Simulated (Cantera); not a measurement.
# Equilibrium for boron, boron nitride and boron oxide: B2O3 + O2 + H2 + NH3

A closed system holds: 1 mol B2O3, a varied amount of O2, 0.25 mol H2, 3 mol NH3, equilibrated at 2423 K and 0.250 bar.

Cantera equilibrium calculation (NASA polynomials, part measured and part estimated; ideal gas, pure solids and liquids). Candidate condensed phases: B, BN, B2O3, B3O3H3, H2O; 39 gas species. Kinetics and transport are ignored.

```csv
n(O2) (mol),log p H2,log p H2O,log p O2,log p HBO2,log p N2,log p B2O3,log p OH,log p HBO,log p H,log p BO2,log p BO,log p O,log p NO
0.21,-0.88,-2.10,-7.23,-1.60,-1.30,-1.84,-4.13,-2.11,-2.19,-3.56,-2.41,-5.62,-5.57
0.29,-0.89,-1.98,-6.96,-1.55,-1.30,-1.85,-4.01,-2.19,-2.20,-3.50,-2.48,-5.49,-5.44
0.39,-0.90,-1.85,-6.67,-1.49,-1.29,-1.88,-3.87,-2.28,-2.20,-3.43,-2.57,-5.34,-5.29
0.53,-0.93,-1.69,-6.31,-1.44,-1.29,-1.92,-3.70,-2.40,-2.22,-3.36,-2.68,-5.16,-5.11
0.71,-0.97,-1.53,-5.91,-1.38,-1.29,-1.97,-3.52,-2.55,-2.24,-3.29,-2.81,-4.96,-4.91
0.97,-1.04,-1.36,-5.43,-1.33,-1.29,-2.05,-3.32,-2.74,-2.27,-3.21,-2.96,-4.72,-4.67
1.3,-1.15,-1.20,-4.88,-1.30,-1.29,-2.13,-3.10,-2.98,-2.33,-3.11,-3.14,-4.45,-4.40
1.8,-1.41,-1.03,-4.02,-1.26,-1.29,-2.24,-2.80,-3.38,-2.46,-2.95,-3.41,-4.02,-3.96
2.4,-2.07,-0.92,-2.49,-1.26,-1.30,-2.34,-2.36,-4.14,-2.79,-2.62,-3.84,-3.25,-3.20
3.3,-2.55,-0.95,-1.60,-1.32,-1.36,-2.42,-2.16,-4.64,-3.02,-2.44,-4.11,-2.81,-2.79
4.5,-2.76,-1.01,-1.29,-1.38,-1.42,-2.49,-2.11,-4.86,-3.13,-2.40,-4.22,-2.65,-2.66
6.1,-2.92,-1.08,-1.11,-1.46,-1.49,-2.57,-2.10,-5.02,-3.21,-2.39,-4.31,-2.56,-2.61
8.2,-3.06,-1.16,-0.98,-1.54,-1.57,-2.66,-2.10,-5.17,-3.28,-2.40,-4.38,-2.50,-2.59
```
log p: log10 of the partial pressure in bar; nothing condenses.

From 0.21 mol O2 to 8.2 mol O2 nothing is condensed. The main B-bearing gas is B2O3 at 0.21 mol O2 and HBO2 at 8.2 mol O2.
